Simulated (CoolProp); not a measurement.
The numbers come from the reference Helmholtz-energy equation of state, Wu 2011 in CoolProp.

**Question.** For dimethyl ether, give the phase and the expansivity (1/kK), fugacity coefficient at 439.6 K and 30.8 MPa.

**Answer.** 
- 439.6 K and 30.8 MPa: supercritical; expansivity 2.62, fugacity coefficient 0.324
